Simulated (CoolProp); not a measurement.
Vapour-liquid equilibrium of CH2F2 (R32) (1) + R227EA (2) at 1.46 MPa; x and y are mole fractions of (1).

Values from CoolProp's multi-fluid Helmholtz-energy mixture model, Tillner-Roth 1997 and Lemmon 2016; pair parameters Bell 2016.

Question: Give the bubble temperature and the first vapour's composition at x = 0.2, 0.5, 0.65. Is there an azeotrope?

Answer: x = 0.2: 53.7 °C, y = 0.376; x = 0.5: 35.9 °C, y = 0.719; x = 0.65: 29.9 °C, y = 0.821. No azeotrope shows between x = 0.05 and 0.95.

The pair parameters rest on a limited set of measurements; away from them the model extrapolates. The gap from Raoult's law changes sign with composition, which may be real or a fault of the pair parameters; it wasn't checked against measurements.
